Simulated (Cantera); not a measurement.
Cantera run:

```python
import numpy as np
import cantera as ct

gas_names = """
    H HO2 H2 H2O H2O2 Li LiH LiO LiOH Li2 Li2O Li2O2 Li2O2H2 O OH O2 O3
""".split()
cond_names = """
    H2O(s) H2O(L) Li(cr) Li(L) LiH(s) LiH(L) LiOH(s) LiOH(L) Li2O(s) Li2O(L)
""".split()


# ... load() reads the species with a 1 bar reference pressure and builds the phases ...
atoms = {
    'LiOH': {'Li': 1, 'O': 1, 'H': 1},
    'H2O': {'H': 2, 'O': 1},
    'H2': {'H': 2},
}
top_T = {}  # K; cautious upper limits of use, not melting points


# ... equilibrate(T, P, feed) seeds the gas with the atoms and calls Mixture.equilibrate('TP', solver="vcs", rtol=1e-11, max_steps=5000) ...
results = []
feed = {'LiOH': 1, 'H2O': 2.2, 'H2': 0.019}  # mol
P = 53  # Pa
for T in [1473, 1523, 1573, 1623, 1673, 1723, 1773, 1823, 1873]:
    mix = equilibrate(T, P, feed)
    results.append((T, P, feed, dict(zip(mix.species_names, mix.species_moles))))
    x = sorted(zip(gas.X, gas.species_names), reverse=True)
    print(f"T = {T:g} K  P = {P:g} Pa  gas = {mix.phase_moles(0):.4g} mol")
    print("   x: " + "  ".join(f"{s} {v:.3e}" for v, s in x if v > 0.0001))
    print("   condensed (mol): " + ("  ".join(f"{mix.phase(i).name} {mix.phase_moles(i):.4g}"
          for i in range(1, mix.n_phases) if mix.phase_moles(i) > 1e-12) or "none"))
```

It prints:

```
T = 1473 K  P = 53 Pa  gas = 3.221 mol
   x: H2O 6.843e-01  LiOH 3.084e-01  H2 5.387e-03  Li 1.328e-03  Li2O 2.802e-04  OH 1.333e-04
   condensed (mol): none
T = 1523 K  P = 53 Pa  gas = 3.223 mol
   x: H2O 6.841e-01  LiOH 3.076e-01  H2 5.426e-03  Li 1.949e-03  Li2O 3.191e-04  OH 2.874e-04  O2 1.967e-04
   condensed (mol): none
T = 1573 K  P = 53 Pa  gas = 3.227 mol
   x: H2O 6.833e-01  LiOH 3.062e-01  H2 5.860e-03  Li 2.888e-03  O2 5.913e-04  OH 5.692e-04  Li2O 3.592e-04  H 1.352e-04
   condensed (mol): none
T = 1623 K  P = 53 Pa  gas = 3.233 mol
   x: H2O 6.815e-01  LiOH 3.041e-01  H2 6.895e-03  Li 4.362e-03  O2 1.383e-03  OH 1.032e-03  Li2O 3.995e-04  H 2.493e-04
   condensed (mol): none
T = 1673 K  P = 53 Pa  gas = 3.242 mol
   x: H2O 6.785e-01  LiOH 3.009e-01  H2 8.611e-03  Li 6.635e-03  O2 2.667e-03  OH 1.740e-03  H 4.590e-04  Li2O 4.384e-04
   condensed (mol): none
T = 1723 K  P = 53 Pa  gas = 3.257 mol
   x: H2O 6.740e-01  LiOH 2.960e-01  H2 1.107e-02  Li 1.002e-02  O2 4.536e-03  OH 2.782e-03  H 8.334e-04  Li2O 4.737e-04  O 1.663e-04
   condensed (mol): none
T = 1773 K  P = 53 Pa  gas = 3.277 mol
   x: H2O 6.678e-01  LiOH 2.891e-01  Li 1.486e-02  H2 1.436e-02  O2 7.104e-03  OH 4.268e-03  H 1.481e-03  Li2O 5.025e-04  O 3.437e-04  LiO 1.042e-04
   condensed (mol): none
T = 1823 K  P = 53 Pa  gas = 3.307 mol
   x: H2O 6.594e-01  LiOH 2.797e-01  Li 2.156e-02  H2 1.860e-02  O2 1.050e-02  OH 6.332e-03  H 2.567e-03  O 6.715e-04  Li2O 5.215e-04  LiO 1.592e-04
   condensed (mol): none
T = 1873 K  P = 53 Pa  gas = 3.347 mol
   x: H2O 6.482e-01  LiOH 2.670e-01  Li 3.046e-02  H2 2.392e-02  O2 1.486e-02  OH 9.121e-03  H 4.336e-03  O 1.252e-03  Li2O 5.271e-04  LiO 2.336e-04
   condensed (mol): none
```

These are equilibrium values from Cantera (NASA tables, ideal gas, pure condensed phases), not measurements of a reactor.
